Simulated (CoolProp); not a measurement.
Vapour-liquid equilibrium of propylene (1) + R22 (2) at -90.75 °C; x and y are mole fractions of (1).

The numbers come from the multi-fluid Helmholtz-energy mixture model, Lemmon 2013 and Kamei 1995; pair parameters Bell 2016 in CoolProp.

Give the bubble pressure and the first vapour's composition at x = 0.2, 0.65, 0.8. Is there an azeotrope?

x = 0.2: 0.06140 bar, y = 0.395; x = 0.65: 0.07835 bar, y = 0.739; x = 0.8: 0.08119 bar, y = 0.837. No azeotrope shows between x = 0.05 and 0.95.

The pair parameters rest on a limited set of measurements; away from them the model extrapolates.
